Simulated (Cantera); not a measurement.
An adiabatic, constant-volume homogeneous reactor starts with CH4 : O2 : N2 = 1 : 4 : 15 (molar parts), equivalence ratio 0.50, at 1000 K and 4.93 atm. Integrator tolerance rtol = 1e-08.

Model: GRI-Mech 3.0 (53 species, 325 reactions), integrated in Cantera.

What does this change do: pressure from 4.93 atm to 2.96 atm?


| quantity | before | after |
|---|---|---|
| time of steepest temperature rise | 0.137 s | 0.236 s |
| temperature at 4.00 s | 2302 K | 2297 K |
| equilibrium temperature | 2302 K | 2297 K |
| x(CH4) at 4.00 s | <1e-12 (gas-phase equilibrium <1e-12) | <1e-12 (gas-phase equilibrium <1e-12) |
| x(O2) at 4.00 s | 0.0940 (gas-phase equilibrium 0.0940) | 0.0940 (gas-phase equilibrium 0.0940) |
| x(H2O2) at 4.00 s | 4.53e-7 (gas-phase equilibrium 4.53e-7) | 3.46e-7 (gas-phase equilibrium 3.46e-7) |
| x(CO2) at 4.00 s | 0.0494 (gas-phase equilibrium 0.0494) | 0.0492 (gas-phase equilibrium 0.0492) |
| x(C2H) at 4.00 s | <1e-12 (gas-phase equilibrium <1e-12) | <1e-12 (gas-phase equilibrium <1e-12) |
| x(H2) at 4.00 s | 0.000198 (gas-phase equilibrium 0.000198) | 0.000249 (gas-phase equilibrium 0.000249) |

What does this change do: 0.07 parts C2H6 added?


```csv
quantity,before,after
time of steepest temperature rise,0.137 s,45.0 ms
temperature at 4.00 s,2302 K,2417 K
equilibrium temperature,2302 K,2417 K
x(CH4) at 4.00 s,<1e-12 (gas-phase equilibrium <1e-12),<1e-12 (gas-phase equilibrium <1e-12)
x(O2) at 4.00 s,0.0940 (gas-phase equilibrium 0.0940),0.0804 (gas-phase equilibrium 0.0804)
x(H2O2) at 4.00 s,4.53e-7 (gas-phase equilibrium 4.53e-7),6.19e-7 (gas-phase equilibrium 6.19e-7)
x(CO2) at 4.00 s,0.0494 (gas-phase equilibrium 0.0494),0.0552 (gas-phase equilibrium 0.0552)
x(C2H) at 4.00 s,<1e-12 (gas-phase equilibrium <1e-12),<1e-12 (gas-phase equilibrium <1e-12)
x(H2) at 4.00 s,0.000198 (gas-phase equilibrium 0.000198),0.000428 (gas-phase equilibrium 0.000428)
```

What does this change do: initial temperature 1000 to 1300 K?


| quantity | before | after |
|---|---|---|
| time of steepest temperature rise | 0.137 s | 2.01 ms |
| temperature at 4.00 s | 2302 K | 2510 K |
| equilibrium temperature | 2302 K | 2510 K |
| x(CH4) at 4.00 s | <1e-12 (gas-phase equilibrium <1e-12) | <1e-12 (gas-phase equilibrium <1e-12) |
| x(O2) at 4.00 s | 0.0940 (gas-phase equilibrium 0.0940) | 0.0910 (gas-phase equilibrium 0.0910) |
| x(H2O2) at 4.00 s | 4.53e-7 (gas-phase equilibrium 4.53e-7) | 6.47e-7 (gas-phase equilibrium 6.47e-7) |
| x(CO2) at 4.00 s | 0.0494 (gas-phase equilibrium 0.0494) | 0.0478 (gas-phase equilibrium 0.0478) |
| x(C2H) at 4.00 s | <1e-12 (gas-phase equilibrium <1e-12) | <1e-12 (gas-phase equilibrium <1e-12) |
| x(H2) at 4.00 s | 0.000198 (gas-phase equilibrium 0.000198) | 0.000640 (gas-phase equilibrium 0.000640) |
